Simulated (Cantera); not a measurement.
A perfectly stirred reactor is fed with 4.35 % C3H8, 95.7 % H2, at 140 Pa; it is held at 1850 K, and followed from long to short residence time.

Detailed kinetics in Cantera: GRI-Mech 3.0 (53 species, 325 reactions). GRI-Mech 3.0 was tuned for natural gas; its chemistry of propane as a main component is partial and can be far from experiment. GRI-Mech 3.0 stops at C3 and has no aromatics, soot or wall deposition, so with more carbon than oxygen in the feed, carbon stays in small species such as C2H2 where larger ones or solid carbon would form. Radical loss at walls, strong at low pressure, is not modelled.

x: mole fraction; the columns are a selection and need not sum to one.

```json
[
 {"τ (s)": "16", "x C3H8": "6.88e-7", "x H2": "0.934", "x C2H2": "0.0555", "x CH4": "0.00381", "x CH3": "0.000535", "x CH2": "3.89e-6"},
 {"τ (s)": "4.9", "x C3H8": "2.47e-6", "x H2": "0.932", "x C2H2": "0.0535", "x CH4": "0.00796", "x CH3": "0.000971", "x CH2": "5.66e-6"},
 {"τ (s)": "1.6", "x C3H8": "7.85e-6", "x H2": "0.928", "x C2H2": "0.0504", "x CH4": "0.0141", "x CH3": "0.00164", "x CH2": "8.16e-6"},
 {"τ (s)": "0.50", "x C3H8": "(withheld)", "x H2": "0.923", "x C2H2": "(withheld)", "x CH4": "(withheld)", "x CH3": "(withheld)", "x CH2": "(withheld)"},
 {"τ (s)": "0.16", "x C3H8": "(withheld)", "x H2": "0.916", "x C2H2": "(withheld)", "x CH4": "(withheld)", "x CH3": "(withheld)", "x CH2": "(withheld)"},
 {"τ (s)": "0.051", "x C3H8": "0.000227", "x H2": "0.910", "x C2H2": "0.0337", "x CH4": "0.0409", "x CH3": "0.00600", "x CH2": "2.23e-5"},
 {"τ (s)": "0.016", "x C3H8": "0.000687", "x H2": "0.905", "x C2H2": "0.0263", "x CH4": "0.0463", "x CH3": "0.00806", "x CH2": "2.82e-5"},
 {"τ (s)": "0.0051", "x C3H8": "0.00205", "x H2": "0.904", "x C2H2": "0.0172", "x CH4": "0.0462", "x CH3": "0.0105", "x CH2": "3.41e-5"},
 {"τ (s)": "0.0016", "x C3H8": "0.00624", "x H2": "0.909", "x C2H2": "0.00722", "x CH4": "0.0379", "x CH3": "0.0138", "x CH2": "3.75e-5"},
 {"τ (s)": "0.00052", "x C3H8": "0.0172", "x H2": "0.924", "x C2H2": "0.00124", "x CH4": "0.0196", "x CH3": "0.0149", "x CH2": "2.77e-5"},
 {"τ (s)": "0.00016", "x C3H8": "0.0329", "x H2": "0.945", "x C2H2": "5.04e-5", "x CH4": "0.00372", "x CH3": "0.00802", "x CH2": "6.05e-6"}
]
```

Problem. What belongs in the gaps?

Solution. 
- 0.50, x C3H8: 2.51e-5
- 0.50, x C2H2: 0.0457
- 0.50, x CH4: 0.0227
- 0.50, x CH3: 0.00271
- 0.50, x CH2: 1.19e-5
- 0.16, x C3H8: 7.59e-5
- 0.16, x C2H2: 0.0401
- 0.16, x CH4: 0.0323
- 0.16, x CH3: 0.00418
- 0.16, x CH2: 1.67e-5
